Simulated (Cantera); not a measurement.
## Ignition delay

Mixture: 6.28 % CH4, 0.691 % C2H6, 4.08 % C3H8, 18.6 % O2, 70.3 % N2, equivalence ratio 1.9, at 16.0 bar, adiabatic and at constant volume. Ignition delay is the time to a rise of 400 K.

Model: GRI-Mech 3.0 (53 species, 325 reactions), integrated in Cantera. GRI-Mech 3.0 was tuned for natural gas; its chemistry of propane as a main component is partial and can be far from experiment. The pressure lies above the range GRI-Mech 3.0 was tuned for (to about 10 atm).

```
T0 (K)  delay (ms)
------  ----------
1300         0.197
1375        0.0718
1450        0.0289
1525        0.0131
1600       0.00665
```

```
Property                                                Result
--------------------------------------------------  ----------
apparent activation energy between 1450 and 1600 K  190 kJ/mol
```
